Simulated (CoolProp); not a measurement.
A single-stage vapour-compression cycle with the fluid: evaporating at 193.15 K (dew point), condensing at 225.15 K (bubble point), superheat 0 K, subcooling 2 K, compressor efficiency 0.7, no pressure losses. The same conditions are run with several fluids, on thermodynamics alone (safety and materials aside).

Computed with CoolProp (reference Helmholtz-energy equation of state of each fluid (CH2F2 (R32): Tillner-Roth 1997; nitrous oxide: Lemmon 2006; R125: Lemmon 2005; C2F6 (R116): Lemmon 2006; R115: Lemmon 2016; CH3F (R41): Lemmon 2006)).

```csv
fluid,cooling COP,pressure ratio,discharge temperature (K),refrigerating effect (kJ/kg),volumetric capacity (kJ/m³)
CH2F2 (R32),3.62,(withheld),323.0,(withheld),223
nitrous oxide,3.59,4.27,301.7,312,(withheld)
R125,(withheld),6.58,254.3,148,173
C2F6 (R116),3.57,4.38,237.3,(withheld),724
R115,3.76,6.51,(withheld),113,113
CH3F (R41),3.63,(withheld),(withheld),427,871
```

**Question.** Complete the blanks.

**Answer.** 
- CH2F2 (R32), pressure ratio: 6.52
- CH2F2 (R32), refrigerating effect (kJ/kg): 364
- nitrous oxide, volumetric capacity (kJ/m³): 1450
- R125, cooling COP: 3.77
- C2F6 (R116), refrigerating effect (kJ/kg): 88.4
- R115, discharge temperature (K): 244.2
- CH3F (R41), pressure ratio: 4.56
- CH3F (R41), discharge temperature (K): 305.7
